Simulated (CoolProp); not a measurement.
A Linde-Hampson liquefier for methane: isothermal reversible compression at 250 K from 1 atm to 40 MPa, throttling to 1 atm, return gas leaving the recuperator 10 K below the feed. Each further row changes one setting.

Computed with CoolProp (reference Helmholtz-energy equation of state, Setzmann 1991).

```tsv
case	liquid yield per pass	compression work (kJ/kg of gas)
as stated	0.338	688
high pressure 80 MPa	0.289	809
warm-end temperature 280 K	0.269	803
warm-end gap 15 K	0.329	688
```
